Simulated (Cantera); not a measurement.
An isothermal, constant-pressure homogeneous reactor starts with N2O : O2 = 1 : 0.12 (molar parts), at 1150 K and 0.0263 atm.

Cantera simulation using GRI-Mech 3.0 (53 species, 325 reactions); the numbers are that mechanism's predictions, not measurements. GRI-Mech 3.0 was tuned for natural gas; its chemistry of N2O as a main component is partial and can be far from experiment. Radical loss at walls, strong at low pressure, is not modelled. The mechanism lacks the step 2 NO + O2 → 2 NO2, which can matter for NO2 below about 1400 K. The temperature is held fixed by assumption; the heat of reaction is taken as removed at once.

x: mole fraction; the columns are a selection and need not sum to one.

| t (s) | x N2O | x O2 | x NO2 | x NO | x O | x N2 |
|---|---|---|---|---|---|---|
| 0.000400 | 0.893 | 0.107 | <1e-12 | 8.41e-8 | 6.00e-7 | 1.54e-6 |
| 0.000949 | 0.893 | 0.107 | <1e-12 | 3.10e-7 | 7.77e-7 | 4.24e-6 |
| 0.00225 | 0.893 | 0.107 | <1e-12 | ___ | 8.10e-7 | ___ |
| 0.00533 | 0.893 | 0.107 | 2.21e-12 | 2.35e-6 | 8.11e-7 | 2.71e-5 |
| 0.0126 | 0.893 | 0.107 | 1.33e-11 | 5.76e-6 | 8.11e-7 | 6.53e-5 |
| 0.0300 | 0.893 | 0.107 | 7.68e-11 | 1.39e-5 | 8.11e-7 | 0.000156 |
| 0.0711 | 0.892 | 0.107 | 4.29e-10 | 3.30e-5 | 8.11e-7 | 0.000370 |
| 0.169 | 0.892 | 0.108 | 2.35e-9 | 7.85e-5 | 8.11e-7 | 0.000879 |
| 0.400 | 0.890 | 0.108 | 1.23e-8 | 0.000186 | 8.11e-7 | 0.00208 |
| 0.949 | 0.885 | 0.109 | 5.88e-8 | 0.000440 | 8.11e-7 | 0.00492 |
| 2.25 | 0.875 | 0.112 | 2.37e-7 | 0.00104 | 8.11e-7 | 0.0116 |
| 5.33 | 0.852 | 0.119 | ___ | ___ | 8.10e-7 | ___ |
| 12.7 | 0.800 | 0.133 | 1.99e-6 | 0.00549 | 8.10e-7 | 0.0615 |
| 30.0 | 0.692 | 0.163 | 4.69e-6 | 0.0119 | 8.08e-7 | 0.133 |

### Question
Fill in the missing entries.

### Answer

- 0.00225, x NO: 9.11e-7
- 0.00225, x N2: 1.10e-5
- 5.33, x NO2: 7.56e-7
- 5.33, x NO: 0.00241
- 5.33, x N2: 0.0270
